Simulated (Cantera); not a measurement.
Cantera run:

```python
import numpy as np
import cantera as ct

gas_names = """
    F Mg
""".split()
cond_names = """
    MgF2(s) MgF2(L)
""".split()


# ... load() reads the species with a 1 bar reference pressure and builds the phases ...
species = {s.name: s for s in load("nasa_gas.yaml", gas_names) + load("nasa_condensed.yaml", cond_names)}
# Each term lists the table entries of one substance; the one whose range holds T is used.
reactions = {
    'MgF2 = 2 F(g) + Mg(g)':
        [(-1, ['MgF2(s)', 'MgF2(L)']), (2, ['F']), (1, ['Mg'])],
}


def pick(names, T):
    return next(species[n] for n in names if species[n].thermo.min_temp <= T <= species[n].thermo.max_temp)


results = []
for label, terms in reactions.items():
    print(label)
    print("     T/K   dH/kJ  dS/(J/K)   dG/kJ   log10 K")
    for T in [300, 1273, 1423, 1573, 1723, 1873, 2023, 2173, 2323, 2473]:
        used = [(nu, pick(names, T)) for nu, names in terms]
        dH = sum(nu * s.thermo.h(T) for nu, s in used) / 1e6
        dS = sum(nu * s.thermo.s(T) for nu, s in used) / 1e3
        dG = dH - T * dS / 1e3
        logK = -dG * 1e6 / (ct.gas_constant * T * np.log(10))
        results.append((label, T, dH, dS, dG, logK, [s.name for _, s in used]))
        print(f"{T:8g} {dH:8.1f} {dS:8.1f} {dG:8.1f} {logK:8.2f}")
```

Output:

```
MgF2 = 2 F(g) + Mg(g)
     T/K   dH/kJ  dS/(J/K)   dG/kJ   log10 K
     300   1430.2    408.9   1307.5  -227.65
    1273   1417.9    394.6    915.6   -37.57
    1423   1415.0    392.4    856.6   -31.44
    1573   1352.8    351.9    799.3   -26.54
    1723   1348.0    348.9    746.7   -22.64
    1873   1343.1    346.3    694.6   -19.37
    2023   1338.3    343.8    642.8   -16.60
    2173   1333.4    341.4    591.4   -14.22
    2323   1328.6    339.3    540.4   -12.15
    2473   1323.7    337.3    489.7   -10.34
```

Source: NASA polynomial tables (part measured, part estimated), evaluated in Cantera. Condensed species are held in their standard states even where they would react or evaporate.
